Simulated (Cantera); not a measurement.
A freely propagating, adiabatic, planar premixed flame of CH4 : O2 : N2 = 1 : 1.82 : 6.84 (molar parts), equivalence ratio 1.1, unburnt at 525 K and 101000 Pa; multicomponent+Soret transport, grid criteria slope 0.08 and curve 0.16, no radiation.

Model: GRI-Mech 3.0 (53 species, 325 reactions), integrated in Cantera. Burning velocities carry a grid error of a few per cent, more on coarse grids.

Predict: laminar burning velocity; thermal thickness; peak x(C2H2); peak x(HO2); peak x(HCO).


| Item | Result |
|---|---|
| laminar burning velocity | 99.8 cm/s |
| thermal thickness | 0.349 mm |
| peak x(C2H2) | 0.000265 |
| peak x(HO2) | 0.000166 |
| peak x(HCO) | 6.61e-5 |
